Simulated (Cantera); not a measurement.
Source: NASA polynomial tables (part measured, part estimated), evaluated in Cantera. Values are per mole of reaction as written; species without (g) are pure solids or liquids, kept so even where they would boil at 1 bar.

5 N2(g) + P4O10 = 10 NO(g) + 2 P2(g), with ΔH° = 4210.0 kJ and ΔS° = 1356.9 J/K at 300 K.

Q: How far is the shortcut ΔG° ≈ ΔH°(300 K) − T·ΔS°(300 K) from the full temperature-dependent value at 448, 473, 498, 523, 548, 573, 598, 623, 648, 673 K?

A: 
```
T (K)  shortcut (kJ)  full (kJ)  difference (kJ)  difference in log10 K
-----  -------------  ---------  ---------------  ---------------------
448           3602.1     3602.6             -0.5                   0.06
473           3568.2     3569.0             -0.8                   0.09
498           3534.2     3535.5             -1.2                   0.13
523           3500.3     3502.0             -1.7                   0.17
548           3466.4     3468.7             -2.3                   0.22
573           3432.5     3435.4             -2.9                   0.27
598           3398.5     3402.3             -3.7                   0.33
623           3364.6     3369.2             -4.6                   0.39
648           3330.7     3336.3             -5.6                   0.45
673           3296.8     3303.5             -6.7                   0.52
```
The shortcut ignores the heat-capacity change of the reaction.
